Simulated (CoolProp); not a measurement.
Vapour-liquid equilibrium of carbon dioxide (1) + n-butane (2) at -41.75 °C; x and y are mole fractions of (1).

The numbers come from the multi-fluid Helmholtz-energy mixture model, Span 1996 and Bücker 2006; pair parameters Kunz 2012 in CoolProp.

```
x     bubble pressure (MPa)  y at the bubble point  dew pressure at overall composition x (MPa)  liquid density (mol/L)
----  ---------------------  ---------------------  -------------------------------------------  ----------------------
0.05                 0.1312                  0.884                                      0.01606                   11.13
0.15                 0.3428                  0.957                                      0.01796                   11.41
0.25                 0.5039                  0.971                                      0.02036                   11.90
0.35                 0.6111                  0.977                                      0.02350                   12.60
0.45                 0.6772                  0.980                                      0.02778                   13.53
0.55                 0.7194                  0.982                                      0.03395                   14.73
0.65                 0.7525                  0.983                                      0.04364                   16.27
0.75                 0.7876                  0.986                                      0.06103                   18.21
0.85                 0.8332                  0.989                                       0.1015                   20.65
0.95                 0.8980                  0.995                                       0.2996                   23.72
```

No azeotrope shows between x = 0.05 and 0.95.

Pair parameters are fitted to limited data, so mixtures are less certain than the pure fluids. With so large a gap from Raoult's law the liquid may split in two, which this calculation doesn't test in full.
